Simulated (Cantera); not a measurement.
Source: NASA polynomial tables (part measured, part estimated), evaluated in Cantera. Values are per mole of reaction as written; species without (g) are pure solids or liquids, kept so even where they would boil at 1 bar. The tables' values for C2F4 are old estimates.

4 F(g) + 4 CH3F(g) + Si → SiH4(g) + 4 CH2F2(g), with ΔH° = -1143.5 kJ and ΔS° = -354.2 J/K at 300 K.

Question: How far is the shortcut ΔG° ≈ ΔH°(300 K) − T·ΔS°(300 K) from the full temperature-dependent value at 2750, 2775, 2800, 2825, 2850, 2875, 2900, 2925, 2950 K?

Answer: 
```csv
T (K),shortcut (kJ),full (kJ),difference (kJ),difference in log10 K,condensed phases
2750,-169.6,-81.5,-88.1,1.67,Si(l)
2775,-160.7,-71.2,-89.5,1.68,Si(l)
2800,-151.9,-61.0,-90.8,1.69,Si(l)
2825,-143.0,-50.8,-92.2,1.70,Si(l)
2850,-134.1,-40.6,-93.6,1.71,Si(l)
2875,-125.3,-30.4,-94.9,1.72,Si(l)
2900,-116.4,-20.2,-96.3,1.73,Si(l)
2925,-107.6,-9.9,-97.6,1.74,Si(l)
2950,-98.7,0.3,-99.0,1.75,Si(l)
```
The shortcut ignores heat capacities and the phase changes listed.
